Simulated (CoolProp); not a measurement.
Carbon dioxide at 684.81 K and 3.95 MPa flows at 24 m/s in a round tube of 25 mm bore and 15 µm roughness, fully developed (64/Re and Nu = 3.66 if laminar; Colebrook and Gnielinski if turbulent). Each further row changes one setting.

Model: reference Helmholtz-energy equation of state, Span 1996, in CoolProp.

| case | Reynolds number | Darcy friction factor | pressure drop (Pa/m) | heat-transfer coefficient (W/(m² K)) | mass flow (kg/h) |
|---|---|---|---|---|---|
| as stated | 584000 | 0.0181 | 6390 | 2140 | 1300 |
| velocity 48 m/s | 1170000 | 0.0178 | 25100 | 4190 | 2590 |
| diameter 50 mm | 1170000 | 0.0156 | 2740 | 1820 | 5190 |

Viscosity comes from a separate model (Laesecke 2017). Thermal conductivity comes from a separate model (Huber 2016).
